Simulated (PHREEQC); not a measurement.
Consider water at 25 °C with 0.59 mol HNO3, 0.00016 mol K2SO4 and 0.13 mol CuSO4 per kg of water. Closed to the air; pH follows from the charge balance.

The numbers come from PHREEQC with the ion-association model, phreeqc.dat.

Question: The ionic strength comes out as 0.858 mol/kgw. What activity coefficients do K+, SO4-2, NO3-, HSO4-, H+ get?

Answer: K+ 0.61, SO4-2 0.16, NO3- 0.57, HSO4- 0.77, H+ 0.75.

Precipitation was switched off in this run. The ionic strength is past about 0.7 mol/kgw, beyond the range of this activity model, so the values are rough.
